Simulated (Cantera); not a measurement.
## Equilibrium for silicon oxide and oxynitride deposition: TEOS + O₂ + H₂

A closed system holds: 1 mol TEOS, 1.1 mol O₂, 0.11 mol H₂, equilibrated at 550 °C and 340 Pa.

Cantera equilibrium calculation (NASA polynomials, part measured and part estimated; ideal gas, pure solids and liquids). Candidate condensed phases: C, C₆H₆, C₇H₈, C₈H₁₈, H₂O, Si, SiC, SiO₂; 123 gas species. The feed counts by its element totals alone. Rates play no part.

| Quantity | Value |
|---|---|
| x(H₂) | 0.710 |
| x(CO) | 0.268 |
| x(CO₂) | 0.0116 |
| x(H₂O) | 0.00854 |
| x(CH₄) | 0.00160 |
| n(C(graphite)) | 4.06 mol |
| n(SiO₂(α-quartz)) | 1.00 mol |
| gas amount | 14.01 mol |
| log10 activity of Si(s) (absent) | -18.80 |
